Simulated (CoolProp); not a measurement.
Vapour-liquid equilibrium of CHF3 (R23) (1) + R227EA (2) at 0.9 bar; x and y are mole fractions of (1).

Values from CoolProp's multi-fluid Helmholtz-energy mixture model, Penoncello 2003 and Lemmon 2016; pair parameters Bell 2016.

Question: Give the bubble temperature and the first vapour's composition at x = 0.35, 0.45, 0.65. Is there an azeotrope?

Answer: x = 0.35: 204.6 K, y = 0.960; x = 0.45: 200.3 K, y = 0.975; x = 0.65: 195.1 K, y = 0.988. No azeotrope shows between x = 0.05 and 0.95.

Pair parameters are fitted to limited data, so mixtures are less certain than the pure fluids. The gap from Raoult's law changes sign with composition, which may be real or a fault of the pair parameters; it wasn't checked against measurements.
